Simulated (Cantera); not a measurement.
A jet of 5.75 % CH4, 19.8 % O2, 74.5 % N2 at 300 K and 21.8 Torr hits a platinum plate 8.8 cm away at a mass flux of 0.19 kg/m²/s; the plate temperature is set and raised in steps from an oxygen-covered start.

Computed with Cantera and Deutschmann's 1995 Pt surface mechanism with GRI-Mech 3.0 gas chemistry. Catalytic surfaces can have several steady states; this one follows from the mechanism file's or the stated starting coverage.

One state of this run: wall x CH4 = 0.0279; wall x O2 = 0.134; wall x H2O = 0.0549; wall x OH = 2.35e-6; wall x CO = 4.03e-5; wall x CO2 = 0.0364; θ free Pt = 0.533; θ O* = 0.467. x: mole fraction at the wall; θ: surface coverage.

### Question
Which value of plate T (K) does it belong to?
A. 1100
B. 900
C. 950
D. 1000

### Answer
A, 1100
